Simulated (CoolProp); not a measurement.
n-perfluorobutane along the isobar 5.42 bar: Z from the reference equation and from simpler models built on Tc = 386.3 K, pc = 23.22 bar, ω = 0.372; each cubic takes its own stable root.

Computed with CoolProp (reference Helmholtz-energy equation of state, Gao 2022).

| T (K) | phase | reference |
|---|---|---|
| 365.8 | gas | 0.9006 |
| 370.9 | gas | 0.9058 |
| 375.9 | gas | 0.9106 |
| 381 | gas | 0.9151 |
| 386.1 | gas | 0.9194 |
| 391.1 | gas | 0.9233 |
| 396.2 | gas | 0.9270 |
| 401.3 | gas | 0.9305 |
| 406.3 | gas | 0.9338 |
| 411.4 | gas | 0.9369 |
| 416.4 | gas | 0.9398 |
| 421.5 | gas | 0.9426 |
| 426.6 | gas | 0.9453 |
| 431.6 | gas | 0.9478 |
| 436.7 | gas | 0.9502 |
| 441.8 | gas | 0.9524 |

Q: How far does each simpler model (Pitzer virial, van der Waals, Redlich-Kwong, Soave-Redlich-Kwong) lie from the reference over these 16 states: mean and median of the absolute difference, and the worst?

A: 
- Pitzer virial: mean 0.2 %, median 0.2 %, worst -0.2 % at 426.6 K and 5.42 bar
- van der Waals: mean 0.5 %, median 0.4 %, worst +1.6 % at 365.8 K and 5.42 bar
- Redlich-Kwong: mean 0.5 %, median 0.6 %, worst -0.8 % at 441.8 K and 5.42 bar
- Soave-Redlich-Kwong: mean 0.3 %, median 0.3 %, worst -0.5 % at 365.8 K and 5.42 bar
